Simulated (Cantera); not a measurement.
**Dilute partial oxidation**

An isothermal, constant-pressure homogeneous reactor starts with CH3OH : O2 : N2 = 0.0096 : 0.015 : 1 (molar parts), equivalence ratio 0.96, at 1073 K and 0.910 bar.

Computed with Cantera and GRI-Mech 3.0 (53 species, 325 reactions). GRI-Mech 3.0 was tuned for natural gas; its chemistry of methanol as a main component is partial and can be far from experiment.

```tsv
t (s)	x CH3OH	x O2	x NO	x NO2	x OH	x CH4	x H2O2
8.00e-5	0.00937	0.0146	<1e-12	<1e-12	8.50e-12	1.17e-11	<1e-12
0.000192	0.00937	0.0146	<1e-12	<1e-12	8.53e-12	6.47e-11	<1e-12
0.000463	0.00937	0.0146	<1e-12	<1e-12	8.58e-12	3.35e-10	<1e-12
0.00111	0.00937	0.0146	<1e-12	<1e-12	8.67e-12	1.53e-9	<1e-12
0.00268	0.00937	0.0146	<1e-12	<1e-12	8.77e-12	5.62e-9	9.98e-12
0.00644	0.00937	0.0146	<1e-12	<1e-12	9.05e-12	1.64e-8	1.13e-10
0.0155	0.00937	0.0146	<1e-12	<1e-12	1.07e-11	4.19e-8	9.56e-10
0.0373	0.00937	0.0146	<1e-12	<1e-12	2.07e-11	1.00e-7	6.60e-9
0.0896	0.00936	0.0146	<1e-12	<1e-12	8.82e-11	2.26e-7	4.60e-8
0.216	0.00926	0.0146	<1e-12	<1e-12	4.03e-9	4.37e-7	2.40e-6
0.519	<1e-12	0.000610	2.24e-7	1.20e-9	4.07e-6	<1e-12	1.94e-8
1.25	<1e-12	0.000584	2.20e-7	5.17e-9	1.04e-6	<1e-12	1.52e-9
3.00	<1e-12	0.000583	2.21e-7	4.40e-9	4.35e-7	<1e-12	2.73e-10
```
x: mole fraction; the columns are a selection and need not sum to one.

Equilibrium at this temperature and pressure: CH3OH <1e-12, O2 0.000581, NO 3.88e-6, NO2 6.50e-9, OH 4.42e-8, CH4 <1e-12, H2O2 2.89e-12 (gas phase only).
